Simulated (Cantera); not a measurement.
Feed: 1 mol PbO, 21 mol N2, at 823 K and 35.0 Pa.

Equilibrium computed with Cantera from the NASA thermochemical tables; the gas is ideal and each condensed phase is pure. Candidate condensed phases: Pb, PbO, PbO2, Pb3O4; 12 gas species. The numbers say what is thermodynamically allowed, not how fast it happens.

Base state: N2 1.000 (mole fractions); condensed: PbO(yellow).

What changes in the equilibrium state with this change: temperature from 823 K to 1298 K?


```tsv
species	before	after
N2	1.000	0.946
PbO	6.49e-7	0.0282
Pb	1.54e-7	0.0168
O2	7.59e-8	0.00838
NO	1.99e-9	8.55e-5
PbO(yellow), mol	1.000	0
```
